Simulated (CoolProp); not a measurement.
Model: reference Helmholtz-energy equation of state, Span 1996, in CoolProp.

Q: Give the vapour pressure (bar), liquid cp (kJ/(kg K)), vapour Z, vapour viscosity (µPa s) of saturated carbon dioxide at 244.5 K.

A: 
| T (K) | p (bar) | liquid cp (kJ/(kg K)) | vapour Z | vapour viscosity (µPa s) |
|---|---|---|---|---|
| 244.5 | 14.9 | 2.08 | 0.833 | 12.4 |

Viscosity comes from a separate model (Laesecke 2017).
